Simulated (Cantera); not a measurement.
An adiabatic, constant-volume homogeneous reactor starts with CO : H₂ : CH₄ : O₂ : N₂ = 1 : 0.19 : 0.73 : 0.979 : 3.68 (molar parts), equivalence ratio 2.1, at 950 K and 1000000 Pa.

Detailed kinetics in Cantera: GRI-Mech 3.0 (53 species, 325 reactions). Below about 1000 K GRI-Mech 3.0 lacks low-temperature oxidation paths.

Problem. Predict: time of steepest temperature rise; temperature at 1.00 s; equilibrium temperature; x(CO) at 1.00 s; x(H₂) at 1.00 s; x(CH₄) at 1.00 s; x(O₂) at 1.00 s; x(H₂O) at 1.00 s.

Solution. 
```
Item                                                                 Value
---------------------------------  ---------------------------------------
time of steepest temperature rise                                  23.5 ms
temperature at 1.00 s                                               2537 K
equilibrium temperature                                             2537 K
x(CO) at 1.00 s                        0.203 (gas-phase equilibrium 0.203)
x(H₂) at 1.00 s                        0.101 (gas-phase equilibrium 0.101)
x(CH₄) at 1.00 s                   3.68e-9 (gas-phase equilibrium 4.05e-9)
x(O₂) at 1.00 s                    3.01e-6 (gas-phase equilibrium 3.01e-6)
x(H₂O) at 1.00 s                       0.131 (gas-phase equilibrium 0.131)
```
